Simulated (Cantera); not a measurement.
A perfectly stirred reactor is fed with CH₄ : O₂ : N₂ = 1 : 4.26 : 16 (molar parts), equivalence ratio 0.47, at 500000 Pa; it is adiabatic with a 600 K inlet, and is followed from long to short residence time, starting on the burning branch (τ in s: 0.2, 0.089, 0.039, 0.017, 0.0074, 0.0032, 0.0014, 0.00061, 0.00026, 0.00012, 5e-05, 2.2e-05, 9.5e-06).

Model: GRI-Mech 3.0 (53 species, 325 reactions), integrated in Cantera.

**Question.** What does this change do: pressure from 500000 Pa to 1000000 Pa?

**Answer.** 
```csv
quantity,before,after
"blow-out, bracketed by the residence times tried","burning at 0.610 ms, out at 0.260 ms","burning at 0.610 ms, out at 0.260 ms"
x(CH₄) at τ = 0.200 s,5.85e-6,4.43e-6
x(O₂) at τ = 0.200 s,0.106,0.106
x(CH₂CO) at τ = 0.200 s,1.43e-9,1.15e-9
x(H₂O) at τ = 0.200 s,0.0939,0.0940
x(C₂H) at τ = 0.200 s,<1e-12,<1e-12
x(CH₄) at τ = 1.40 ms,0.000208,0.000249
x(O₂) at τ = 1.40 ms,0.108,0.108
x(CH₂CO) at τ = 1.40 ms,4.30e-7,1.47e-6
x(H₂O) at τ = 1.40 ms,0.0929,0.0930
x(C₂H) at τ = 1.40 ms,3.19e-11,6.10e-11
```
